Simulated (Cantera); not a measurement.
A Cantera script and what it prints.

```python
import numpy as np
import cantera as ct

gas_names = [...]  # 99 gases of nasa_gas.yaml made of C, H, Si
cond_names = """
    C(gr) C6H6(L) C7H8(L) C8H18(L),n-octa Si(cr) Si(L) SiC(b)
""".split()


# ... load() reads the species with a 1 bar reference pressure and builds the phases ...
atoms = {
    'SiC': {'Si': 1, 'C': 1},
    'C': {'C': 1},
    'H2': {'H': 2},
}
top_T = {'C(gr)': 4500, 'SiC(b)': 3050}  # K; cautious upper limits of use, not melting points


# ... equilibrate(T, P, feed) seeds the gas with the atoms and calls Mixture.equilibrate('TP', solver="vcs", rtol=1e-11, max_steps=5000) ...
results = []
feed = {'SiC': 1, 'C': 0.051, 'H2': 3.6}  # mol
P = 4300  # Pa
for T in [3000, 3500, 4000, 4500, 5000]:
    mix = equilibrate(T, P, feed)
    results.append((T, P, feed, dict(zip(mix.species_names, mix.species_moles))))

top = {s: max(r[3][s] / sum(r[3][g] for g in gas_names) for r in results) for s in gas_names}
cols = sorted((s for s in top if top[s] > 0.001), key=lambda s: -top[s])[:5]
seen = [c for c in cond_names if any(r[3].get(c, 0) > 1e-12 for r in results)]
print("log10 of partial pressures in bar; condensed amounts in mol")
print(f"{'T/K':>10s}" + "".join(f"{s[:9]:>10s}" for s in cols + seen))
for T, P, feed, n in results:
    ng = sum(n[g] for g in gas_names)
    print(f"{T:10.4g}" + "".join(f"{np.log10(max(n[s] / ng * P / 1e5, 1e-99)):10.3f}" for s in cols)
          + "".join(f"{n.get(c, 0):10.4g}" for c in seen))
```

Output:

```
log10 of partial pressures in bar; condensed amounts in mol
       T/K         H        H2         C        Si      SiC2
      3000    -1.709    -1.815    -4.373    -2.363    -2.592
      3500    -1.489    -2.520    -3.061    -2.338    -3.127
      4000    -1.474    -3.353    -2.440    -2.327    -4.260
      4500    -1.476    -4.030    -2.326    -2.336    -5.893
      5000    -1.477    -4.571    -2.315    -2.347    -7.362
```

Equilibrium computed with Cantera from the NASA thermochemical tables; the gas is ideal and each condensed phase is pure. Gases not in the tables: Si2H6 and higher silanes.
